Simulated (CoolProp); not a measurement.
Computed with CoolProp (reference Helmholtz-energy equation of state, Kamei 1995).

### Question
For R22, give the phase and the conductivity (mW/(m K)), fugacity coefficient at 147.8 K and 13.7 MPa; 200.8 K and 13.7 MPa; 253.9 K and 13.7 MPa.

### Answer
- 147.8 K and 13.7 MPa: liquid; conductivity 161, fugacity coefficient 1.53e-5
- 200.8 K and 13.7 MPa: liquid; conductivity 133, fugacity coefficient 0.00203
- 253.9 K and 13.7 MPa: liquid; conductivity 110, fugacity coefficient 0.0259

Thermal conductivity comes from a separate model (McLinden 2000), an estimate that may be off by 10 % or more.
